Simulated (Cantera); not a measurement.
Input: 1 mol (CH3)2SiCl2, 0.81 mol C2H4, 8.3 mol H2, held at 1950 K and 100 Torr.

Method: chemical equilibrium by Gibbs-energy minimisation in Cantera with the NASA 1993 tables (ideal gas, pure condensed phases). Candidate condensed phases: C, C6H6, C7H8, C8H18, Si, SiC; 109 gas species. The feed counts by its element totals alone. The tables' values for SiCl3, SiCl are old estimates; treat these amounts as uncertain. The numbers say what is thermodynamically allowed, not how fast it happens.

Base state: H2 0.856, HCl 0.138, H 0.00290, SiCl2 0.00256, C2H2 (acetylene) 0.000468, Cl 0.000351, CH4 4.75e-5, SiCl3 3.83e-5 (mole fractions); condensed: C(graphite) + SiC(s).

Q: What changes in the equilibrium state with this change: pressure from 100 Torr to 1.00 Torr?

A: 
```tsv
species	before	after
H2	0.856	0.831
HCl	0.138	0.133
H	0.00290	0.0286
SiCl2	0.00256	0.00244
CH4	4.75e-5	4.48e-7
SiC2	2.64e-7	2.64e-5
Si2C	1.79e-7	1.79e-5
Si	8.10e-6	0.000810
SiCl3	3.83e-5	3.58e-6
C(graphite), mol	2.64	2.66
SiC(s), mol	0.963	0.950
```
The tables' values for SiCl are old estimates; treat these amounts as uncertain.

Q: What changes in the equilibrium state with this change: pressure from 100 Torr to 35.3 Torr?

A: 
```json
[
 {"species": "H2", "before": "0.856", "after": "0.854"},
 {"species": "HCl", "before": "0.138", "after": "0.137"},
 {"species": "H", "before": "0.00290", "after": "0.00489"},
 {"species": "SiCl2", "before": "0.00256", "after": "0.00255"},
 {"species": "CH4", "before": "4.75e-5", "after": "1.67e-5"},
 {"species": "Si", "before": "8.10e-6", "after": "2.30e-5"},
 {"species": "SiCl3", "before": "3.83e-5", "after": "2.27e-5"},
 {"species": "Cl", "before": "0.000351", "after": "0.000590"},
 {"species": "SiCl", "before": "1.68e-5", "after": "2.82e-5"},
 {"species": "C(graphite), mol", "before": "2.64", "after": "2.64"},
 {"species": "SiC(s), mol", "before": "0.963", "after": "0.963"}
]
```
The tables' values for SiCl, SiCl3 are old estimates; treat these amounts as uncertain.

Q: What changes in the equilibrium state with this change: pressure from 100 Torr to 50.3 Torr?

A: 
```
species            before    after
----------------  -------  -------
H2                  0.856    0.855
HCl                 0.138    0.138
H                 0.00290  0.00409
SiCl2             0.00256  0.00256
CH4               4.75e-5  2.38e-5
Si                8.10e-6  1.61e-5
C(graphite), mol     2.64     2.64
SiC(s), mol         0.963    0.963
```
